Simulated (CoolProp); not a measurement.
Vapour-liquid equilibrium of isobutene (1) + acetone (2) at 0.0451 MPa; x and y are mole fractions of (1).

The numbers come from the multi-fluid Helmholtz-energy mixture model, Lemmon 2005 and Lemmon 2006; pair parameters Bell 2016 in CoolProp.

| x | bubble temperature (°C) | y at the bubble point | dew temperature at overall composition x (°C) | liquid density (mol/L) |
|---|---|---|---|---|
| 0.05 | 13.7 | 0.605 | 33.0 | 13.55 |
| 0.125 | -3.1 | 0.841 | 31.0 | 13.60 |
| 0.2 | -11.5 | 0.906 | 28.9 | 13.50 |
| 0.275 | -16.0 | 0.932 | 26.6 | 13.33 |
| 0.35 | -18.6 | 0.945 | 24.2 | 13.14 |
| 0.425 | -20.1 | 0.952 | 21.5 | 12.93 |
| 0.5 | -21.0 | 0.956 | 18.5 | 12.72 |
| 0.575 | -21.6 | 0.959 | 15.1 | 12.51 |
| 0.65 | -22.2 | 0.962 | 11.2 | 12.31 |
| 0.725 | -22.7 | 0.965 | 6.6 | 12.12 |
| 0.8 | -23.4 | 0.970 | 0.8 | 11.95 |
| 0.875 | -24.2 | 0.977 | -7.0 | 11.78 |
| 0.95 | -25.2 | 0.989 | -19.7 | 11.63 |

No azeotrope shows between x = 0.05 and 0.95.

Pair parameters are fitted to limited data, so mixtures are less certain than the pure fluids. With so large a gap from Raoult's law the liquid may split in two, which this calculation doesn't test in full.
